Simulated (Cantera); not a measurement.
An isothermal, constant-pressure homogeneous reactor starts with NO : N₂ : H₂O = 1 : 5.4 : 0.046 (molar parts), at 1775 K and 101000 Pa.

Cantera simulation using GRI-Mech 3.0 (53 species, 325 reactions); the numbers are that mechanism's predictions, not measurements.

Problem. Predict: x(NO) at 300 s; x(O₂) at 300 s; x(N₂) at 300 s; x(O) at 300 s; x(N₂O) at 300 s; x(NO₂) at 300 s.

Solution. 
```json
{
  "x(NO) at 300 s": "0.00275 (gas-phase equilibrium 0.00249)",
  "x(O₂) at 300 s": "0.0761 (gas-phase equilibrium 0.0763)",
  "x(N₂) at 300 s": "0.914 (gas-phase equilibrium 0.914)",
  "x(O) at 300 s": "2.64e-5 (gas-phase equilibrium 2.64e-5)",
  "x(N₂O) at 300 s": "1.56e-7 (gas-phase equilibrium 1.55e-7)",
  "x(NO₂) at 300 s": "4.40e-6 (gas-phase equilibrium 3.98e-6)"
}
```
